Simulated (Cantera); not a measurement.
**Low-pressure radical oxidation in H2/O2**

A perfectly stirred reactor is fed with 27.6 % H2, 61.3 % O2, 11.0 % N2, equivalence ratio 0.23, at 0.00405 atm; it is held at 1448 K, and followed from long to short residence time.

Model: the H2/O2 subset of GRI-Mech 3.0, which has no nitrogen chemistry, integrated in Cantera. Radical loss at walls, strong at low pressure, is not modelled. The temperature is held fixed by assumption; the heat of reaction is taken as removed at once.

```tsv
τ (s)	x H2	x O2	x O	x OH	x HO2	x H2O2
1.2	0.00593	0.529	0.0222	0.0132	1.58e-6	6.92e-8
0.39	0.0106	0.510	0.0417	0.0174	1.69e-6	7.83e-8
0.12	0.0160	0.485	0.0675	0.0208	1.60e-6	7.67e-8
0.039	0.0195	0.468	0.0849	0.0223	1.49e-6	7.15e-8
0.013	0.0224	0.462	0.0910	0.0230	1.43e-6	6.96e-8
0.0040	0.0288	0.465	0.0885	0.0239	1.40e-6	7.16e-8
0.0013	0.0459	0.477	0.0769	0.0253	1.37e-6	7.65e-8
```
x: mole fraction; the columns are a selection and need not sum to one.
